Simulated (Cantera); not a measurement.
A closed system holds: 1 mol Nb₂O₅, 810 mol H₂, 6.4 mol H₂O, equilibrated at 10.0 mbar.

Method: chemical equilibrium by Gibbs-energy minimisation in Cantera with the NASA 1993 tables (ideal gas, pure condensed phases). Candidate condensed phases: H₂O, Nb, NbO, NbO₂, Nb₂O₅; 12 gas species. Mutual solubility and eutectic melting of coexisting phases are not modelled. NbO: taken at fixed stoichiometry. Condensed phases not in the tables: the oxides between NbO₂ and Nb₂O₅. The numbers say what is thermodynamically allowed, not how fast it happens.

x: gas mole fraction; n: condensed amount in mol.

```json
[
 {"T (K)": "1798", "x H₂": "0.987", "x H": "0.00350", "x H₂O": "0.00905", "x NbO₂": "[?]", "x OH": "2.11e-6", "x NbO": "1.89e-7", "x O": "5.78e-9", "n NbO₂(s)": "1.99", "n NbO(s)": "0"},
 {"T (K)": "1823", "x H₂": "0.987", "x H": "0.00430", "x H₂O": "0.00904", "x NbO₂": "[?]", "x OH": "2.74e-6", "x NbO": "3.58e-7", "x O": "9.20e-9", "n NbO₂(s)": "1.99", "n NbO(s)": "0"},
 {"T (K)": "1848", "x H₂": "0.986", "x H": "0.00526", "x H₂O": "0.00904", "x NbO₂": "[?]", "x OH": "3.55e-6", "x NbO": "6.67e-7", "x O": "1.45e-8", "n NbO₂(s)": "1.98", "n NbO(s)": "0"},
 {"T (K)": "1873", "x H₂": "0.985", "x H": "0.00640", "x H₂O": "0.00903", "x NbO₂": "[?]", "x OH": "4.56e-6", "x NbO": "1.22e-6", "x O": "2.25e-8", "n NbO₂(s)": "1.96", "n NbO(s)": "0"},
 {"T (K)": "1898", "x H₂": "0.983", "x H": "0.00775", "x H₂O": "0.00902", "x NbO₂": "[?]", "x OH": "5.82e-6", "x NbO": "2.20e-6", "x O": "3.45e-8", "n NbO₂(s)": "1.94", "n NbO(s)": "0"},
 {"T (K)": "1923", "x H₂": "0.981", "x H": "0.00933", "x H₂O": "0.00931", "x NbO₂": "[?]", "x OH": "7.62e-6", "x NbO": "3.78e-6", "x O": "5.41e-8", "n NbO₂(s)": "1.66", "n NbO(s)": "0.241"},
 {"T (K)": "1948", "x H₂": "0.979", "x H": "0.0112", "x H₂O": "0.0101", "x NbO₂": "[?]", "x OH": "1.04e-5", "x NbO": "6.08e-6", "x O": "8.83e-8", "n NbO₂(s)": "0.963", "n NbO(s)": "0.889"}
]
```

**Question.** Some entries are withheld; supply them.

**Answer.** 
- 1798, x NbO₂: 1.02e-5
- 1823, x NbO₂: 1.69e-5
- 1848, x NbO₂: 2.77e-5
- 1873, x NbO₂: 4.48e-5
- 1898, x NbO₂: 7.14e-5
- 1923, x NbO₂: 0.000112
- 1948, x NbO₂: 0.000175
